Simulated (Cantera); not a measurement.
Input: 1 mol Si3N4, 0.078 mol CO2, 13 mol H2, held at 2075 K and 1.10 bar.

These are equilibrium values from Cantera (NASA tables, ideal gas, pure condensed phases), not measurements of a reactor. Candidate condensed phases: C, C6H6, C7H8, C8H18, H2O, Si, SiC, SiO2, Si2N2O, Si3N4; 151 gas species. Mutual solubility and eutectic melting of coexisting phases are not modelled. Gases not in the tables: Si2H6 and higher silanes. Rates play no part.

Task: What is the equilibrium state?

Result: 
| Property | Value |
|---|---|
| x(H2) | 0.855 |
| x(N2) | 0.132 |
| x(SiO) | 0.00701 |
| x(CO) | 0.00327 |
| x(H) | 0.00235 |
| x(HCN) | 0.000471 |
| x(SiH2) | 0.000137 |
| x(Si) | 9.26e-5 |
| x(SiH) | 5.14e-5 |
| n(Si(l)) | 2.87 mol |
| n(SiC(s)) | 0.0203 mol |
| gas amount | 15.18 mol |
| log10 activity of C(graphite) (absent) | -1.14 |
